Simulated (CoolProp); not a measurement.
Vapour-liquid equilibrium of ethylene (1) + 1-butene (2) at -47.65 °C; x and y are mole fractions of (1).

The numbers come from the multi-fluid Helmholtz-energy mixture model, Smukala 2000 and Lemmon 2005; pair parameters Bell 2016 in CoolProp.

**Question.** Give the bubble pressure and the first vapour's composition at x = 0.25, 0.35, 0.45. Is there an azeotrope?

**Answer.** x = 0.25: 0.2823 MPa, y = 0.957; x = 0.35: 0.3908 MPa, y = 0.971; x = 0.45: 0.5004 MPa, y = 0.980. No azeotrope shows between x = 0.05 and 0.95.

The pair parameters rest on a limited set of measurements; away from them the model extrapolates.
